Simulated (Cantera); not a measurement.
Charge: 1 mol B2H6, 3.6 mol H2, 0.16 mol N2, at 133 Pa.

Method: chemical equilibrium by Gibbs-energy minimisation in Cantera with the NASA 1993 tables (ideal gas, pure condensed phases). Candidate condensed phases: B, BN; 15 gas species. The feed counts by its element totals alone. Equilibrium is a limit: real reactors are often held back by kinetics, nucleation or transport.

### Question
Which condensed phases are stable at each of these points (T (°C)): 1700, 1775, 1850, 1925, 2000, 2075, 2150?

### Answer
```tsv
T (°C)	condensed phases	B condensed (%)
1700	B(s)	99.8
1775	B(s)	99.7
1850	B(s)	99.5
1925	B(s)	98.8
2000	B(s)	97.3
2075	B(s)	93.7
2150	B(l)	85.9
```

From 1700 °C to 2075 °C the condensed part is B(s). At 2150 °C the condensed part is B(l). The share of B in condensed phases is highest at 1700 °C (99.8 %) and lowest at 2150 °C (85.9 %).
